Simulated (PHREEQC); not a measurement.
1 kg of water holding 0.41 mol KCl and 0.096 mol Na2CO3 is evaporated at 20 °C; the solids stay in contact with the brine. CO2 from the air is kept out. Only these solids could form: Halite, Kalicinite, Nahcolite, Natron, Sylvite, Trona.

The series has 21 steps of water left (kg), from 1 to 0.01982.

Equilibrium calculation in PHREEQC: Pitzer model, pitzer.dat.

### Question
Which solids form, in which order, and at which step of the series does each first stand?

### Answer
Sylvite from water left = 0.09506 kg (pH 11.91).
